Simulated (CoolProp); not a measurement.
The numbers come from the reference Helmholtz-energy equation of state, Lemmon 2013 in CoolProp.

**Question.** For propylene, give the phase and the speed of sound (m/s) at 222.95 °C and 14.6 kPa; 83.95 °C and 48.2 kPa; 137.25 °C and 12.4 kPa.

**Answer.** 
- 222.95 °C and 14.6 kPa: gas; speed of sound 328
- 83.95 °C and 48.2 kPa: gas; speed of sound 281
- 137.25 °C and 12.4 kPa: gas; speed of sound 300
